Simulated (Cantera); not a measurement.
An isothermal, constant-pressure homogeneous reactor starts with NO : N₂ = 1 : 0.71 (molar parts), at 2123 K and 100.0 Torr. Integrator tolerance rtol = 1e-08.

Detailed kinetics in Cantera: GRI-Mech 3.0 (53 species, 325 reactions).

Task: What does this change do: temperature 2123 to 2175 K?

Result: 
| quantity | before | after |
|---|---|---|
| x(NO) at 3.00 s | 0.0274 (gas-phase equilibrium 0.0116) | 0.0156 (gas-phase equilibrium 0.0131) |
| x(NO₂) at 3.00 s | 1.63e-5 (gas-phase equilibrium 7.01e-6) | 8.70e-6 (gas-phase equilibrium 7.32e-6) |
| x(N₂) at 3.00 s | 0.693 (gas-phase equilibrium 0.701) | 0.699 (gas-phase equilibrium 0.700) |
| x(O₂) at 3.00 s | 0.277 (gas-phase equilibrium 0.285) | 0.282 (gas-phase equilibrium 0.284) |
| x(N₂O) at 3.00 s | 4.18e-7 (gas-phase equilibrium 2.23e-7) | 2.73e-7 (gas-phase equilibrium 2.51e-7) |
| x(O) at 3.00 s | 0.00237 (gas-phase equilibrium 0.00240) | 0.00337 (gas-phase equilibrium 0.00338) |

Task: What does this change do: NO 1 to 0.23 parts?

Result: 
```
quantity                                           before                                    after
----------------  ---------------------------------------  ---------------------------------------
x(NO) at 3.00 s     0.0274 (gas-phase equilibrium 0.0116)   0.0275 (gas-phase equilibrium 0.00832)
x(NO₂) at 3.00 s  1.63e-5 (gas-phase equilibrium 7.01e-6)  1.02e-5 (gas-phase equilibrium 3.22e-6)
x(N₂) at 3.00 s       0.693 (gas-phase equilibrium 0.701)      0.863 (gas-phase equilibrium 0.873)
x(O₂) at 3.00 s       0.277 (gas-phase equilibrium 0.285)      0.108 (gas-phase equilibrium 0.117)
x(N₂O) at 3.00 s  4.18e-7 (gas-phase equilibrium 2.23e-7)  4.29e-7 (gas-phase equilibrium 1.78e-7)
x(O) at 3.00 s    0.00237 (gas-phase equilibrium 0.00240)  0.00148 (gas-phase equilibrium 0.00154)
```
